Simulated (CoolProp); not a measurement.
Vapour-liquid equilibrium of p-xylene (1) + n-decane (2) at 0.439 MPa; x and y are mole fractions of (1).

Values from CoolProp's multi-fluid Helmholtz-energy mixture model, Zhou 2012 and Lemmon 2006; pair parameters Bell 2016.

```json
[
 {"x": "0.05", "bubble temperature, mixture model (°C)": "239.6", "bubble temperature, Raoult's law (°C)": "239.6", "y, mixture model": "0.086", "y, Raoult's law": "0.095"},
 {"x": "0.125", "bubble temperature, mixture model (°C)": "235.8", "bubble temperature, Raoult's law (°C)": "235.8", "y, mixture model": "0.205", "y, Raoult's law": "0.224"},
 {"x": "0.2", "bubble temperature, mixture model (°C)": "232.2", "bubble temperature, Raoult's law (°C)": "232.2", "y, mixture model": "0.313", "y, Raoult's law": "0.337"},
 {"x": "0.275", "bubble temperature, mixture model (°C)": "228.8", "bubble temperature, Raoult's law (°C)": "228.8", "y, mixture model": "0.410", "y, Raoult's law": "0.438"},
 {"x": "0.35", "bubble temperature, mixture model (°C)": "225.5", "bubble temperature, Raoult's law (°C)": "225.6", "y, mixture model": "0.498", "y, Raoult's law": "0.527"},
 {"x": "0.425", "bubble temperature, mixture model (°C)": "222.4", "bubble temperature, Raoult's law (°C)": "222.5", "y, mixture model": "0.577", "y, Raoult's law": "0.606"},
 {"x": "0.5", "bubble temperature, mixture model (°C)": "219.5", "bubble temperature, Raoult's law (°C)": "219.6", "y, mixture model": "0.649", "y, Raoult's law": "0.677"},
 {"x": "0.575", "bubble temperature, mixture model (°C)": "216.7", "bubble temperature, Raoult's law (°C)": "216.8", "y, mixture model": "0.715", "y, Raoult's law": "0.741"},
 {"x": "0.65", "bubble temperature, mixture model (°C)": "214.1", "bubble temperature, Raoult's law (°C)": "214.1", "y, mixture model": "0.775", "y, Raoult's law": "0.798"},
 {"x": "0.725", "bubble temperature, mixture model (°C)": "211.6", "bubble temperature, Raoult's law (°C)": "211.6", "y, mixture model": "0.831", "y, Raoult's law": "0.849"},
 {"x": "0.8", "bubble temperature, mixture model (°C)": "209.1", "bubble temperature, Raoult's law (°C)": "209.1", "y, mixture model": "0.882", "y, Raoult's law": "0.896"},
 {"x": "0.875", "bubble temperature, mixture model (°C)": "206.8", "bubble temperature, Raoult's law (°C)": "206.8", "y, mixture model": "0.929", "y, Raoult's law": "0.938"},
 {"x": "0.95", "bubble temperature, mixture model (°C)": "204.6", "bubble temperature, Raoult's law (°C)": "204.6", "y, mixture model": "0.973", "y, Raoult's law": "0.976"}
]
```

The largest gap from Raoult's law is -0.1 K in bubble temperature, at x = 0.425. No azeotrope shows between x = 0.05 and 0.95.

Pair parameters are fitted to limited data, so mixtures are less certain than the pure fluids.
